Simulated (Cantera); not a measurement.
Charge: 1 mol SiO2, 1.3 mol HF, 0.071 mol O2, held at 10.0 mbar.

Method: chemical equilibrium by Gibbs-energy minimisation in Cantera with the NASA 1993 tables (ideal gas, pure condensed phases). Candidate condensed phases: H2O, Si, SiO2; 38 gas species. The tables hold silica as quartz up to 1696 K and as liquid above; real silica turns to tridymite and cristobalite and melts near 1996 K. The numbers say what is thermodynamically allowed, not how fast it happens.

Problem. What share of the Si ends up in condensed phases as a function of T (K), at 923, 998, 1073, 1148, 1223, 1298, 1373, 1448, 1523, 1598, 1673, 1748, 1823, 1898?

Solution. 
```json
[
 {"T (K)": "923", "Si condensed (%)": "83.4", "as": "SiO2(β-quartz)"},
 {"T (K)": "998", "Si condensed (%)": "85.9", "as": "SiO2(β-quartz)"},
 {"T (K)": "1073", "Si condensed (%)": "88.0", "as": "SiO2(β-quartz)"},
 {"T (K)": "1148", "Si condensed (%)": "89.8", "as": "SiO2(β-quartz)"},
 {"T (K)": "1223", "Si condensed (%)": "91.2", "as": "SiO2(β-quartz)"},
 {"T (K)": "1298", "Si condensed (%)": "92.4", "as": "SiO2(β-quartz)"},
 {"T (K)": "1373", "Si condensed (%)": "93.4", "as": "SiO2(β-quartz)"},
 {"T (K)": "1448", "Si condensed (%)": "94.2", "as": "SiO2(β-quartz)"},
 {"T (K)": "1523", "Si condensed (%)": "94.8", "as": "SiO2(β-quartz)"},
 {"T (K)": "1598", "Si condensed (%)": "95.4", "as": "SiO2(β-quartz)"},
 {"T (K)": "1673", "Si condensed (%)": "95.8", "as": "SiO2(β-quartz)"},
 {"T (K)": "1748", "Si condensed (%)": "96.2", "as": "SiO2(condensed)"},
 {"T (K)": "1823", "Si condensed (%)": "96.6", "as": "SiO2(condensed)"},
 {"T (K)": "1898", "Si condensed (%)": "96.8", "as": "SiO2(condensed)"}
]
```
